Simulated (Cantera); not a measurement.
What does this Cantera script print?

```python
import numpy as np
import cantera as ct

gas_names = """
    F FO FO2 F2 F2O O O2 O3 Si SiF SiF2 SiF3 SiF4 SiO SiO2 Si2 Si3
""".split()
cond_names = """
    Si(cr) Si(L) SiO2(Lqz) SiO2(hqz) SiO2(L)
""".split()


def load(file, names, dense=False):
    # The tables refer to 1 bar. Condensed volumes are neglected.
    table = {s.name: s for s in ct.Species.list_from_file(file)}
    out = []
    for n in names:
        d = dict(table[n].input_data)
        d["thermo"] = dict(d["thermo"], **{"reference-pressure": 1e5})
        if dense:
            d["equation-of-state"] = {"model": "constant-volume", "density": "1e6 g/cm^3"}
        out.append(ct.Species.from_dict(d))
    return out


gas = ct.Solution(thermo="ideal-gas", species=load("nasa_gas.yaml", gas_names))
cond = {s.name: ct.Solution(thermo="fixed-stoichiometry", species=[s], name=s.name)
        for s in load("nasa_condensed.yaml", cond_names, dense=True)}
atoms = {
    'SiF4': {'Si': 1, 'F': 4},
    'O2': {'O': 2},
}
top_T = {}  # K; cautious upper limits of use, not melting points


def equilibrate(T, P, feed):
    n = {}
    for name, mol in feed.items():
        for a, k in atoms[name].items():
            n[a] = n.get(a, 0.0) + k * mol
    gas.TPX = T, P, n
    mass = sum(n.values()) * gas.mean_molecular_weight
    gas.equilibrate("TP")
    valid = [c for c in cond.values() if c.min_temp <= T <= top_T.get(c.name, c.max_temp)]
    mix = ct.Mixture([(gas, mass / gas.mean_molecular_weight)] + [(c, 0.0) for c in valid])
    mix.T, mix.P = T, P
    mix.equilibrate("TP", solver="vcs", rtol=1e-11, max_steps=5000)
    return mix


results = []
feed = {'SiF4': 1, 'O2': 0.27}  # mol
T = 750  # K
P = 10000  # Pa
mix = equilibrate(T, P, feed)
results.append((T, P, feed, dict(zip(mix.species_names, mix.species_moles))))
x = sorted(zip(gas.X, gas.species_names), reverse=True)
print(f"T = {T:g} K  P = {P:g} Pa  gas = {mix.phase_moles(0):.4g} mol")
print("   x: " + "  ".join(f"{s} {v:.3e}" for v, s in x if v > 0.001))
print("   condensed (mol): " + ("  ".join(f"{mix.phase(i).name} {mix.phase_moles(i):.4g}"
      for i in range(1, mix.n_phases) if mix.phase_moles(i) > 1e-12) or "none"))
```

Output:

```
T = 750 K  P = 10000 Pa  gas = 1.27 mol
   x: SiF4 7.874e-01  O2 2.126e-01
   condensed (mol): none
```

Cantera equilibrium calculation (NASA polynomials, part measured and part estimated; ideal gas, pure solids and liquids).
